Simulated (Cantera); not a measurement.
A Cantera script and what it prints.

```python
import numpy as np
import cantera as ct

gas_names = """
    H HNO HNO2 HNO3 HO2 H2 H2O H2O2 Hg N NH NH2 NH3 NH2OH NO NO2 NO3 N2 N2H2 N2H4 N2O O OH O2 O3
""".split()
cond_names = """
    H2O(s) H2O(L) Hg(cr) Hg(L) HgO(s)
""".split()


def load(file, names, dense=False):
    # The tables refer to 1 bar. Condensed volumes are neglected.
    table = {s.name: s for s in ct.Species.list_from_file(file)}
    out = []
    for n in names:
        d = dict(table[n].input_data)
        d["thermo"] = dict(d["thermo"], **{"reference-pressure": 1e5})
        if dense:
            d["equation-of-state"] = {"model": "constant-volume", "density": "1e6 g/cm^3"}
        out.append(ct.Species.from_dict(d))
    return out


gas = ct.Solution(thermo="ideal-gas", species=load("nasa_gas.yaml", gas_names))
cond = {s.name: ct.Solution(thermo="fixed-stoichiometry", species=[s], name=s.name)
        for s in load("nasa_condensed.yaml", cond_names, dense=True)}
atoms = {
    'HgO': {'Hg': 1, 'O': 1},
    'H2': {'H': 2},
    'N2': {'N': 2},
}
top_T = {}  # K; cautious upper limits of use, not melting points


def equilibrate(T, P, feed):
    n = {}
    for name, mol in feed.items():
        for a, k in atoms[name].items():
            n[a] = n.get(a, 0.0) + k * mol
    gas.TPX = T, P, n
    mass = sum(n.values()) * gas.mean_molecular_weight
    gas.equilibrate("TP")
    valid = [c for c in cond.values() if c.min_temp <= T <= top_T.get(c.name, c.max_temp)]
    mix = ct.Mixture([(gas, mass / gas.mean_molecular_weight)] + [(c, 0.0) for c in valid])
    mix.T, mix.P = T, P
    mix.equilibrate("TP", solver="vcs", rtol=1e-11, max_steps=5000)
    return mix


results = []
feed = {'HgO': 1, 'H2': 0.08, 'N2': 80}  # mol
T = 1600  # K
P = 1333.22  # Pa
mix = equilibrate(T, P, feed)
results.append((T, P, feed, dict(zip(mix.species_names, mix.species_moles))))
x = sorted(zip(gas.X, gas.species_names), reverse=True)
print(f"T = {T:g} K  P = {P:g} Pa  gas = {mix.phase_moles(0):.4g} mol")
print("   x: " + "  ".join(f"{s} {v:.3e}" for v, s in x if v > 0.0001))
print("   condensed (mol): " + ("  ".join(f"{mix.phase(i).name} {mix.phase_moles(i):.4g}"
      for i in range(1, mix.n_phases) if mix.phase_moles(i) > 1e-12) or "none"))
```

It prints:

```
T = 1600 K  P = 1333.22 Pa  gas = 81.54 mol
   x: N2 9.809e-01  Hg 1.226e-02  O2 5.458e-03  H2O 9.698e-04  NO 3.481e-04
   condensed (mol): none
```

Cantera equilibrium calculation (NASA polynomials, part measured and part estimated; ideal gas, pure solids and liquids).
